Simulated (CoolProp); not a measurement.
The fluid at 298.15 K and 2.51 MPa is throttled through a valve to 1.24 MPa with no heat exchange. The same conditions are run with several fluids, on thermodynamics alone (safety and materials aside).

The numbers come from the reference Helmholtz-energy equation of state of each fluid (oxygen: Schmidt 1985; methane: Setzmann 1991; ethane: Bücker 2006; fluorine: de Reuck 1990; CF4 (R14): Platzer 1990) in CoolProp. The equations of Platzer and Polt are older, rougher fits.

| fluid | temperature change (K) | final density (kg/m³) |
|---|---|---|
| oxygen | -3.3 | (withheld) |
| methane | (withheld) | 8.37 |
| ethane | -17.3 | (withheld) |
| fluorine | -2.4 | 19.3 |
| CF4 (R14) | (withheld) | 47.5 |

**Question.** Some entries are withheld; supply them.

**Answer.** 
- oxygen, final density (kg/m³): 16.3
- methane, temperature change (K): -5.5
- ethane, final density (kg/m³): 18.2
- CF4 (R14), temperature change (K): -7.2
